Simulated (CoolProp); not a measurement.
A simple Rankine cycle with n-perfluoropentane: condensing at 313.15 K, boiler at 0.438 MPa, turbine inlet 364.9 K, turbine efficiency 0.75, pump efficiency 0.7, no recuperator. Each further row changes one setting.

The numbers come from the reference Helmholtz-energy equation of state, Gao 2022 in CoolProp.

```csv
case,thermal efficiency (%),net work (kJ/kg),heat in (kJ/kg),turbine exit temperature (K),volume ratio over the turbine
as stated,5.7,7.42,129,352.5,3.16
turbine inlet 384.9 K,5.4,8.00,148,372.8,3.10
condensing temperature 305.15 K,6.8,9.40,138,349.8,4.19
boiler pressure 0.307 MPa,4.0,5.18,131,357.0,2.14
turbine efficiency 0.65,5.0,6.40,129,353.6,3.17
```
